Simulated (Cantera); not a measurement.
Charge: 1 mol AlN, 0.49 mol H2, equilibrated at 1448.15 K and 0.133 bar.

Method: chemical equilibrium by Gibbs-energy minimisation in Cantera with the NASA 1993 tables (ideal gas, pure condensed phases). Candidate condensed phases: Al, AlN; 13 gas species. The numbers say what is thermodynamically allowed, not how fast it happens.

Base state: H2 1.000, H 2.53e-5 (mole fractions); condensed: AlN(s).

Q: What changes in the equilibrium state with this change: AlN replaced by SiO2?

A: 
```tsv
species	before	after
H2	1.000	1.000
H2O	0	5.21e-5
SiO	0	5.21e-5
H	2.53e-5	2.53e-5
AlN(s), mol	1.00	0
SiO2(β-quartz), mol	0	1.000
```
The tables hold silica as quartz up to 1696 K and as liquid above; real silica turns to tridymite and cristobalite and melts near 1996 K. Further candidate phases: H2O, Si, SiO2.
